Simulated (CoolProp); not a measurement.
p-xylene at 296 K and 0.247 MPa flows at 0.097 m/s in a round tube of 100 mm bore and 0.25 µm roughness, fully developed (64/Re and Nu = 3.66 if laminar; Colebrook and Gnielinski if turbulent). Each further row changes one setting.

Model: reference Helmholtz-energy equation of state, Zhou 2012, in CoolProp.

```json
[
 {"case": "as stated", "Reynolds number": "13400", "Darcy friction factor": "0.0286", "pressure drop (Pa/m)": "1.16", "heat-transfer coefficient (W/(m² K))": "140", "mass flow (kg/h)": "2360"},
 {"case": "velocity 0.194 m/s", "Reynolds number": "26700", "Darcy friction factor": "0.0241", "pressure drop (Pa/m)": "3.90", "heat-transfer coefficient (W/(m² K))": "260", "mass flow (kg/h)": "4710"},
 {"case": "diameter 200 mm", "Reynolds number": "26700", "Darcy friction factor": "0.0241", "pressure drop (Pa/m)": "0.488", "heat-transfer coefficient (W/(m² K))": "130", "mass flow (kg/h)": "9420"}
]
```

Viscosity comes from a separate model (Balogun 2015). Thermal conductivity comes from a separate model (Mylona 2014).
